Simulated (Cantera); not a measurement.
Input (Python, Cantera) and output of one run.

```python
import numpy as np
import cantera as ct

gas_names = """
    Fe2CL6 FeCL2
""".split()
cond_names = """
    Fe(a) Fe(c) Fe(d) Fe(L)
""".split()


# ... load() reads the species with a 1 bar reference pressure and builds the phases ...
species = {s.name: s for s in load("nasa_gas.yaml", gas_names) + load("nasa_condensed.yaml", cond_names)}
# Each term lists the table entries of one substance; the one whose range holds T is used.
reactions = {
    'Fe + Fe2Cl6(g) = 3 FeCl2(g)':
        [(-1, ['Fe(a)', 'Fe(c)', 'Fe(d)', 'Fe(L)']), (-1, ['Fe2CL6']), (3, ['FeCL2'])],
}


def pick(names, T):
    return next(species[n] for n in names if species[n].thermo.min_temp <= T <= species[n].thermo.max_temp)


results = []
for label, terms in reactions.items():
    print(label)
    print("     T/K   dH/kJ  dS/(J/K)   dG/kJ   log10 K")
    for T in [1523, 1623, 1723, 1823, 1923, 2023]:
        used = [(nu, pick(names, T)) for nu, names in terms]
        dH = sum(nu * s.thermo.h(T) for nu, s in used) / 1e6
        dS = sum(nu * s.thermo.s(T) for nu, s in used) / 1e3
        dG = dH - T * dS / 1e3
        logK = -dG * 1e6 / (ct.gas_constant * T * np.log(10))
        results.append((label, T, dH, dS, dG, logK, [s.name for _, s in used]))
        print(f"{T:8g} {dH:8.1f} {dS:8.1f} {dG:8.1f} {logK:8.2f}")
```

Output:

```
Fe + Fe2Cl6(g) = 3 FeCl2(g)
     T/K   dH/kJ  dS/(J/K)   dG/kJ   log10 K
    1523    190.6    281.4   -237.9     8.16
    1623    188.0    279.8   -266.0     8.56
    1723    184.4    277.6   -293.9     8.91
    1823    167.7    268.3   -321.4     9.21
    1923    164.4    266.6   -348.2     9.46
    2023    161.3    265.0   -374.7     9.68
```

Standard-state values (1 bar) from the NASA 1993 polynomials, evaluated with Cantera. Condensed species are held in their standard states even where they would react or evaporate.
